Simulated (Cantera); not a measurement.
A perfectly stirred reactor is fed with CH₄ : H₂ : H = 0.042 : 1 : 0.1 (molar parts), at 195 Torr; it is held at 2323 K, and followed from long to short residence time.

Model: GRI-Mech 3.0 (53 species, 325 reactions), integrated in Cantera. GRI-Mech 3.0 stops at C3 and has no aromatics, soot or wall deposition, so with more carbon than oxygen in the feed, carbon stays in small species such as C2H2 where larger ones or solid carbon would form.

Q: What does this change do: temperature 2323 to 2100 K?

A: 
```tsv
quantity	before	after
x(CH₄) at τ = 0.960 s	0.000211	0.000962
x(H₂) at τ = 0.960 s	0.960	0.975
x(H) at τ = 0.960 s	0.0211	0.00619
x(C₂H₂) at τ = 0.960 s	0.0182	0.0179
x(CH₃) at τ = 0.960 s	8.62e-5	0.000118
x(CH₄) at τ = 7.80 ms	0.00187	0.00682
x(H₂) at τ = 7.80 ms	0.958	0.969
x(H) at τ = 7.80 ms	0.0228	0.00826
x(C₂H₂) at τ = 7.80 ms	0.0170	0.0146
x(CH₃) at τ = 7.80 ms	0.000823	0.00112
```

Q: What does this change do: pressure from 195 Torr to 11.3 Torr?

A: 
| quantity | before | after |
|---|---|---|
| x(CH₄) at τ = 0.960 s | 0.000211 | 8.62e-5 |
| x(H₂) at τ = 0.960 s | 0.960 | 0.910 |
| x(H) at τ = 0.960 s | 0.0211 | 0.0721 |
| x(C₂H₂) at τ = 0.960 s | 0.0182 | 0.0177 |
| x(CH₃) at τ = 0.960 s | 8.62e-5 | 0.000126 |
| x(CH₄) at τ = 7.80 ms | 0.00187 | 0.00275 |
| x(H₂) at τ = 7.80 ms | 0.958 | 0.935 |
| x(H) at τ = 7.80 ms | 0.0228 | 0.0444 |
| x(C₂H₂) at τ = 7.80 ms | 0.0170 | 0.0154 |
| x(CH₃) at τ = 7.80 ms | 0.000823 | 0.00238 |
Radical loss at walls, strong at low pressure, is not modelled.
